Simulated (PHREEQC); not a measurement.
Dissolve 7.5 mmol/kgw K3PO4, 1.6 mmol/kgw CO2 and 130 mmol/kgw K2HPO4 at 40 °C. Closed to the air; pH follows from the charge balance.

The numbers come from PHREEQC with the ion-association model, phreeqc.dat.

Question: The ionic strength comes out as 0.404 mol/kgw. What activity coefficients do HCO3-, K+, PO4-3, H2PO4-, HPO4-2 get?

Answer: HCO3- 0.70, K+ 0.65, PO4-3 0.024, H2PO4- 0.70, HPO4-2 0.22.

No solid was allowed to form. Species that the database lacks are ignored. Constants without temperature data keep their 25 °C values here.
